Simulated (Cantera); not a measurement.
A closed system holds: 1 mol CCl4, 0.16 mol Si, 0.13 mol H2, equilibrated at 1102 °C and 25000 Pa.

Method: chemical equilibrium by Gibbs-energy minimisation in Cantera with the NASA 1993 tables (ideal gas, pure condensed phases). Candidate condensed phases: C, C6H6, C7H8, C8H18, Si, SiC; 109 gas species. Kinetics and transport are ignored.

Base state: Cl2 0.751, HCl 0.129, SiCl4 0.0796, Cl 0.0405, CCl4 5.37e-5 (mole fractions); condensed: C(graphite).

**Question.** What changes in the equilibrium state with this change: Si from 0.16 to 0.079 mol?

**Answer.** 
```json
[
 {"species": "Cl2", "before": "0.751", "after": "0.796"},
 {"species": "HCl", "before": "0.129", "after": "0.124"},
 {"species": "Cl", "before": "0.0405", "after": "0.0417"},
 {"species": "SiCl4", "before": "0.0796", "after": "0.0377"},
 {"species": "CCl4", "before": "5.37e-5", "after": "6.04e-5"},
 {"species": "C(graphite), mol", "before": "1.000", "after": "1.000"}
]
```
